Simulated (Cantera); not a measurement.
Charge: 1 mol SiC, 0.36 mol CO2, 18 mol H2, at 1898 K and 66.0 mbar.

Equilibrium computed with Cantera from the NASA thermochemical tables; the gas is ideal and each condensed phase is pure. Candidate condensed phases: C, C6H6, C7H8, C8H18, H2O, Si, SiC, SiO2; 123 gas species. Gases not in the tables: Si2H6 and higher silanes. Rates play no part.

Base state: H2 0.959, CO 0.0288, SiO 0.00957, H 0.00298, Si 4.64e-5, SiH2 1.38e-5, SiH 1.02e-5 (mole fractions); condensed: SiC(s).

**Question.** What changes in the equilibrium state with this change: temperature from 1898 K to 1773 K?

**Answer.** 
| species | before | after |
|---|---|---|
| H2 | 0.959 | 0.960 |
| CO | 0.0288 | 0.0288 |
| SiO | 0.00957 | 0.00961 |
| H | 0.00298 | 0.00109 |
| Si | 4.64e-5 | 5.52e-6 |
| SiH | 1.02e-5 | 1.72e-6 |
| SiH2 | 1.38e-5 | 4.06e-6 |
| SiC(s), mol | 0.819 | 0.820 |

**Question.** What changes in the equilibrium state with this change: pressure from 66.0 mbar to 1.33 mbar?

**Answer.** 
| species | before | after |
|---|---|---|
| H2 | 0.959 | 0.939 |
| CO | 0.0288 | 0.0296 |
| H | 0.00298 | 0.0207 |
| Si | 4.64e-5 | 0.00212 |
| SiO | 0.00957 | 0.00838 |
| Si2C | 8.06e-7 | 3.68e-5 |
| SiH | 1.02e-5 | 6.55e-5 |
| SiH2 | 1.38e-5 | 1.24e-5 |
| SiC(s), mol | 0.819 | 0.798 |
